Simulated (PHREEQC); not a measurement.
1 kg of water holding 100 mmol/kgw MgCl2 meets 20 L of dry gas (N2 0.5, O2 0.5 by moles) at fixed total pressure, at 200 atm; fugacities by Peng-Robinson. The gases take part in no redox reaction, some water evaporates into the gas, and hydrates or a liquid gas phase aren't modelled. Nothing may precipitate in this run.

Computed with PHREEQC (ion-association model, phreeqc.dat).

| T (°C) | dissolved N2 (mol/kgw) | φ of N2 | p of N2 (atm) | dissolved O2 (mol/kgw) |
|---|---|---|---|---|
| 20 | 0.0510 | 0.969 | 100.0 | 0.0887 |
| 30 | 0.0453 | 0.983 | 100.0 | 0.0768 |
| 40 | 0.0414 | 0.995 | 99.9 | 0.0686 |
| 50 | 0.0387 | 1.006 | 99.9 | 0.0630 |
| 60 | 0.0370 | 1.015 | 99.8 | 0.0592 |
| 70 | 0.0360 | 1.024 | 99.7 | 0.0568 |
| 80 | 0.0357 | 1.031 | 99.6 | 0.0555 |
| 90 | 0.0359 | 1.038 | 99.4 | 0.0550 |

Species that the database lacks are ignored. Away from 25 °C the constants follow the database's enthalpies or fits; those with neither stay at their 25 °C values.
